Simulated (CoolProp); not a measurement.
Computed with CoolProp (reference Helmholtz-energy equation of state, Gao 2022).

**Question.** Give the vapour pressure (kPa), enthalpy of vaporisation (kJ/kg), liquid cp (kJ/(kg K)), vapour Z of saturated n-perfluorohexane at 217, 251.6, 286.2 K.

**Answer.** 
| T (K) | p (kPa) | enthalpy of vaporisation (kJ/kg) | liquid cp (kJ/(kg K)) | vapour Z |
|---|---|---|---|---|
| 217 | 0.140 | 113 | 0.921 | 1.000 |
| 251.6 | 2.33 | 105 | 0.974 | 0.997 |
| 286.2 | 16.9 | 96.1 | 1.03 | 0.984 |
